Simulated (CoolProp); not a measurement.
Computed with CoolProp (reference Helmholtz-energy equation of state, Outcalt 1996). It is a modified Benedict-Webb-Rubin equation, recast in Helmholtz form.

Task: For R152A, give the phase and the cv (kJ/(kg K)), conductivity (mW/(m K)) at 205.7 K and 0.846 bar; 354.2 K and 0.656 bar; 320.8 K and 1.55 bar.

Result: 
- 205.7 K and 0.846 bar: liquid; cv 1.03, conductivity 148
- 354.2 K and 0.656 bar: gas; cv 1.03, conductivity 19.6
- 320.8 K and 1.55 bar: gas; cv 0.963, conductivity 16.4

Thermal conductivity comes from a separate model (Krauss 1996).
